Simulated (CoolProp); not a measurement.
R1234yf along the isotherm 408.2 K: fugacity coefficient from the reference equation and from simpler models built on Tc = 367.8 K, pc = 33.84 bar, ω = 0.276; each cubic takes its own stable root.

Computed with CoolProp (reference Helmholtz-energy equation of state, Lemmon 2022).

```
p (bar)          phase   reference  van der Waals  Redlich-Kwong  Soave-Redlich-Kwong
-------  -------------  ----------  -------------  -------------  -------------------
16.9               gas      0.8817         0.8864         0.8782               0.8856
33.8               gas  (withheld)         0.7734         0.7626               0.7779
50.8     supercritical      0.6637         0.6549         0.6514               0.6764
67.7     supercritical  (withheld)         0.5597         0.5584               0.5901
84.6     supercritical      0.5002         0.4999         0.4944           (withheld)
102      supercritical      0.4509     (withheld)         0.4496               0.4825
118      supercritical      0.4185         0.4359         0.4204           (withheld)
135      supercritical      0.3931         0.4183         0.3976               0.4298
152      supercritical      0.3742         0.4068         0.3809               0.4128
169      supercritical      0.3599         0.3997         0.3685           (withheld)
```

Problem. Complete the blanks.

Solution. 
- 33.8, reference: 0.7700
- 67.7, reference: 0.5694
- 84.6, Soave-Redlich-Kwong: 0.5275
- 102, van der Waals: 0.4603
- 118, Soave-Redlich-Kwong: 0.4529
- 169, Soave-Redlich-Kwong: 0.4003
